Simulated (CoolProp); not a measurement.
Ammonia at 482.18 K and 41.9 MPa is throttled through a valve to 10.6 MPa with no heat exchange. Each further row changes one setting.

Model: reference Helmholtz-energy equation of state, Gao 2020, in CoolProp.

```json
[
 {"case": "as stated", "temperature change (K)": "-80.5", "final phase": "two-phase, vapour fraction 0.995", "final density (kg/m³)": "143"},
 {"case": "outlet pressure 3.18 MPa", "temperature change (K)": "-140.8", "final phase": "two-phase, vapour fraction 0.768", "final density (kg/m³)": "32.4"},
 {"case": "outlet pressure 13.8 MPa", "temperature change (K)": "-61.5", "final phase": "supercritical", "final density (kg/m³)": "182"}
]
```
